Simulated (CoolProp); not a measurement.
Vapour-liquid equilibrium of 1-butene (1) + n-perfluorobutane (2) at 67.55 °C; x and y are mole fractions of (1).

Model: multi-fluid Helmholtz-energy mixture model, Lemmon 2005 and Gao 2022; pair parameters Bell 2016, in CoolProp.

| x | bubble pressure (MPa) | y at the bubble point | dew pressure at overall composition x (MPa) | liquid density (mol/L) |
|---|---|---|---|---|
| 0.05 | 0.9431 | 0.105 | 0.9009 | 5.541 |
| 0.125 | 1.063 | 0.240 | 0.9592 | 5.649 |
| 0.2 | 1.175 | 0.346 | 1.025 | 5.761 |
| 0.275 | 1.265 | 0.425 | 1.098 | 5.882 |
| 0.35 | 1.331 | 0.484 | 1.179 | 6.020 |
| 0.425 | 1.372 | 0.527 | 1.265 | 6.188 |
| 0.5 | 1.394 | 0.559 | 1.347 | 6.398 |
| 0.575 | 1.400 | 0.583 | 1.399 | 6.664 |
| 0.65 | 1.397 | 0.601 | 1.351 | 6.996 |
| 0.725 | 1.386 | 0.618 | 1.242 | 7.399 |
| 0.8 | 1.360 | 0.642 | 1.136 | 7.871 |
| 0.875 | 1.293 | 0.690 | 1.042 | 8.409 |
| 0.95 | 1.125 | 0.808 | 0.9584 | 9.008 |

y crosses x between x = 0.575 and 0.65: the model has an azeotrope there.

Pair parameters are fitted to limited data, so mixtures are less certain than the pure fluids. With so large a gap from Raoult's law the liquid may split in two, which this calculation doesn't test in full.
